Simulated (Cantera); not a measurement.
An adiabatic, constant-volume homogeneous reactor starts with CH3OH : O2 : N2 = 1 : 1.76 : 6.64 (molar parts), at 1250 K and 310000 Pa. Integrator tolerance rtol = 1e-08.

Detailed kinetics in Cantera: GRI-Mech 3.0 (53 species, 325 reactions). GRI-Mech 3.0 was tuned for natural gas; its chemistry of methanol as a main component is partial and can be far from experiment.

```
quantity                                                          before                                  after
---------------------------------  -------------------------------------  -------------------------------------
time of steepest temperature rise                                1.66 ms                                1.72 ms
temperature at 0.200 s                                            2841 K                                 2627 K
equilibrium temperature                                           2841 K                                 2627 K
x(CH3OH) at 0.200 s                <1e-12 (gas-phase equilibrium <1e-12)  <1e-12 (gas-phase equilibrium <1e-12)
x(O2) at 0.200 s                   0.0309 (gas-phase equilibrium 0.0309)  0.0294 (gas-phase equilibrium 0.0294)
x(CO2) at 0.200 s                  0.0716 (gas-phase equilibrium 0.0716)  0.0804 (gas-phase equilibrium 0.0804)
x(CH4) at 0.200 s                  <1e-12 (gas-phase equilibrium <1e-12)  <1e-12 (gas-phase equilibrium <1e-12)
x(CH2) at 0.200 s                  <1e-12 (gas-phase equilibrium <1e-12)  <1e-12 (gas-phase equilibrium <1e-12)
x(H2O) at 0.200 s                    0.176 (gas-phase equilibrium 0.176)    0.184 (gas-phase equilibrium 0.184)
x(C2H4) at 0.200 s                 <1e-12 (gas-phase equilibrium <1e-12)  <1e-12 (gas-phase equilibrium <1e-12)
```

### Question
Which change was made?
A. initial temperature 1250 to 1000 K
B. constant pressure in place of constant volume
C. pressure from 310000 Pa to 790000 Pa
D. pressure from 310000 Pa to 44000 Pa

### Answer
B, constant pressure in place of constant volume
